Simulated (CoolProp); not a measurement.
A single-stage vapour-compression cycle with the fluid: evaporating at 244.15 K (dew point), condensing at 306.15 K (bubble point), superheat 5 K, subcooling 0 K, compressor efficiency 0.8, no pressure losses. The same conditions are run with several fluids, on thermodynamics alone (safety and materials aside).

Computed with CoolProp (reference Helmholtz-energy equation of state of each fluid (hydrogen chloride: Thol 2018; chloromethane (R40): Thol 2014; cis-2-butene: Lemmon 2005; isobutene: Lemmon 2005; CH2F2 (R32): Tillner-Roth 1997)).

### Question
Rank hydrogen chloride, chloromethane (R40), cis-2-butene, isobutene, CH2F2 (R32) by cooling COP, highest first.

### Answer
cis-2-butene (2.52), chloromethane (R40) (2.47), isobutene (2.44), CH2F2 (R32) (2.27), hydrogen chloride (1.94)

```
fluid                pressure ratio  discharge temperature (K)  refrigerating effect (kJ/kg)  volumetric capacity (kJ/m³)
-------------------  --------------  -------------------------  ----------------------------  ---------------------------
hydrogen chloride              5.07                      419.8                           244                         5530
chloromethane (R40)            8.93                      414.6                           338                          686
cis-2-butene                   11.5                      341.9                           317                          208
isobutene                      9.86                      329.2                           278                          301
CH2F2 (R32)                    7.31                      390.3                           250                         1930
```
